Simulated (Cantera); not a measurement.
Charge: 1 mol SiF₄, 0.72 mol NH₃, 0.9 mol H₂, at 773.15 K.

Method: chemical equilibrium by Gibbs-energy minimisation in Cantera with the NASA 1993 tables (ideal gas, pure condensed phases). Candidate condensed phases: Si, Si₃N₄; 37 gas species. Equilibrium is a limit: real reactors are often held back by kinetics, nucleation or transport.

log p: log10 of the partial pressure in bar; n: condensed amount in mol.

```
P (Pa)  log p H₂  log p SiF₄  log p N₂  log p NH₃  n Si₃N₄(s)
------  --------  ----------  --------  ---------  ----------
5          -4.53       -4.82     -5.27        ___     2.30e-5
15         -4.05       -4.35     -4.79        ___     1.96e-5
45         -3.57       -3.87     -4.31        ___           0
140        -3.08       -3.38     -3.82        ___           0
410        -2.61       -2.91     -3.35        ___           0
1200       -2.15       -2.44     -2.89        ___           0
3700       -1.66       -1.96     -2.40        ___           0
11000      -1.19       -1.48     -1.93        ___           0
33000      -0.71       -1.01     -1.45        ___           0
100000     -0.23       -0.52     -0.97        ___           0
```

Question: What belongs in the gaps?

Answer: 
- 5, log p NH₃: -11.83
- 15, log p NH₃: -10.88
- 45, log p NH₃: -9.92
- 140, log p NH₃: -8.94
- 410, log p NH₃: -8.00
- 1200, log p NH₃: -7.07
- 3700, log p NH₃: -6.09
- 11000, log p NH₃: -5.14
- 33000, log p NH₃: -4.19
- 100000, log p NH₃: -3.23
